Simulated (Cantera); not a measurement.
Input: 1 mol AlN, 1.6 mol HCl, 8.1 mol N2, 0.011 mol Cl2, held at 1050 °C and 0.0340 bar.

Cantera equilibrium calculation (NASA polynomials, part measured and part estimated; ideal gas, pure solids and liquids). Candidate condensed phases: Al, AlCl3, AlN, NH4Cl; 20 gas species. The tables' values for AlCl2 are old estimates; treat these amounts as uncertain. The numbers say what is thermodynamically allowed, not how fast it happens.

Base state: N2 0.856, H2 0.0650, AlCl3 0.0438, HCl 0.0347, AlCl2 0.000424, AlCl 6.80e-5 (mole fractions); condensed: AlN(s).

Task: What changes in the equilibrium state with this change: AlN replaced by Al2O3?

Result: 
```csv
species,before,after
N2,0.856,0.834
HCl,0.0347,0.164
Cl,9.83e-7,0.00155
H2,0.0650,5.82e-7
AlCl3,0.0438,0.000130
AlCl2,0.000424,<1e-9
Cl2,<1e-9,0.000356
"AlN(s), mol",0.570,0
"Al2O3(s), mol",0,0.999
```
Further candidate phases: Al2O3, H2O.

Task: What changes in the equilibrium state with this change: temperature from 1050 °C to 1227 °C?

Result: 
```
species        before    after
-----------  --------  -------
N2              0.856    0.854
H2             0.0650   0.0657
AlCl3          0.0438   0.0411
AlCl2        0.000424  0.00378
AlCl          6.80e-5  0.00270
HCl            0.0347   0.0326
H             2.19e-6  2.45e-5
AlN(s), mol     0.570    0.536
```

Task: What changes in the equilibrium state with this change: AlN replaced by Si?

Result: 
```json
[
 {"species": "N2", "before": "0.856", "after": "0.835"},
 {"species": "HCl", "before": "0.0347", "after": "0.122"},
 {"species": "H2", "before": "0.0650", "after": "0.0277"},
 {"species": "AlCl3", "before": "0.0438", "after": "0"},
 {"species": "SiCl4", "before": "0", "after": "0.0123"},
 {"species": "SiCl3", "before": "0", "after": "0.00182"},
 {"species": "SiCl2", "before": "0", "after": "0.00148"},
 {"species": "AlN(s), mol", "before": "0.570", "after": "0"},
 {"species": "Si3N4(s), mol", "before": "0", "after": "0.286"}
]
```
N2 is the only nitrogen source here; it is nearly inert below about 1500 K, so the nitride shown seldom forms there in practice. The tables' values for SiCl3 are old estimates; treat these amounts as uncertain. Further candidate phases: Si, Si3N4.
